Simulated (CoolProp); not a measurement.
Saturated liquid density (kg/m³) of CHF3 (R23): the reference equation beside estimates from Tc = 299.3 K, pc = 4832 kPa, ω = 0.263. Rackett uses Z = 0.29056 − 0.08775 ω.

Values from CoolProp's reference Helmholtz-energy equation of state, Penoncello 2003.

| T (K) | reference | Rackett | van der Waals | Redlich-Kwong | Soave-Redlich-Kwong | Peng-Robinson |
|---|---|---|---|---|---|---|
| 165.2 | 1541 | 1450 | 864.5 | 1279 | 1313 | 1479 |
| 177.4 | 1497 | 1410 | 842.1 | 1241 | 1279 | 1443 |
| 189.6 | 1451 | 1368 | 818.3 | 1200 | 1242 | 1403 |
| 201.9 | 1404 | 1323 | 792.7 | 1155 | 1200 | 1358 |
| 214.1 | 1354 | 1276 | 765.4 | 1106 | 1154 | 1308 |
| 226.4 | 1301 | 1226 | 735.5 | 1053 | 1103 | 1250 |
| 238.6 | 1243 | 1172 | 703.0 | 994.3 | 1045 | 1186 |
| 250.8 | 1180 | 1113 | 666.7 | 928.9 | 978.4 | 1111 |
| 263.1 | 1106 | 1045 | 624.9 | 853.7 | 900.1 | 1021 |

Absolute difference from the reference over all 9 rows, mean and median: Rackett 5.7 and 5.8 %, van der Waals 43.6 and 43.5 %, Redlich-Kwong 19.0 and 18.3 %, Soave-Redlich-Kwong 15.5 and 14.8 %, Peng-Robinson 4.4 and 3.9 %.
